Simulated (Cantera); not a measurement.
# borazine + O2 + H2 (boron, boron nitride and boron oxide)

Input: 1 mol borazine, 1.2 mol O2, a varied amount of H2, held at 87.0 Pa.

Method: chemical equilibrium by Gibbs-energy minimisation in Cantera with the NASA 1993 tables (ideal gas, pure condensed phases). Candidate condensed phases: B, BN, B2O3, B3O3H3, H2O; 39 gas species. The feed counts by its element totals alone. Mutual solubility and eutectic melting of coexisting phases are not modelled. Kinetics and transport are ignored.

Map the stable condensed phases over T = 625, 725, 825, 925, 1025, 1125, 1225, 1325, 1425 °C and n(H2) in mol = 0.15, 0.27, 0.5, 0.92, 1.7, 3.1, 5.7, 11, 20, 36, 67, 120.


```
T in °C \ n(H2) in mol
         0.15 0.27  0.5 0.92  1.7  3.1  5.7   11   20   36   67  120
   1425     A    A    A    A    A    A    A    A    A    A    A    A
   1325     A    A    A    A    A    A    A    A    A    A    A    A
   1225     B    B    B    B    B    B    B    B    A    A    A    A
   1125     B    B    B    B    B    B    B    B    B    B    B    A
   1025     B    B    B    B    B    B    B    B    B    B    B    B
    925     B    B    B    B    B    B    B    B    B    B    B    B
    825     B    B    B    B    B    B    B    B    B    B    B    B
    725     B    B    B    B    B    B    B    B    B    B    B    B
    625     B    B    B    B    B    B    B    B    B    B    B    B
```
A: BN; B: BN + B2O3.
